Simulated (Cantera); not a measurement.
A closed system holds: 1 mol Si₃H₈, 310 mol H₂, 0.092 mol Cl₂, equilibrated at 1725 K and 101000 Pa.

Method: chemical equilibrium by Gibbs-energy minimisation in Cantera with the NASA 1993 tables (ideal gas, pure condensed phases). Candidate condensed phases: Si; 19 gas species. The feed counts by its element totals alone. Gases not in the tables: Si₂H₆ and higher silanes. The numbers say what is thermodynamically allowed, not how fast it happens.

Base state: H₂ 0.999, HCl 0.000583, H 0.000184, SiH₂ 1.72e-5 (mole fractions); condensed: Si(l).

Question: What changes in the equilibrium state with this change: Si₃H₈ replaced by SiCl₄?

Answer: 
| species | before | after |
|---|---|---|
| H₂ | 0.999 | 0.987 |
| HCl | 0.000583 | 0.0123 |
| SiCl₂ | 1.17e-6 | 0.000530 |
| SiH₂ | 1.72e-5 | 1.70e-5 |
| H | 0.000184 | 0.000183 |
| Si(l), mol | 2.99 | 0.824 |
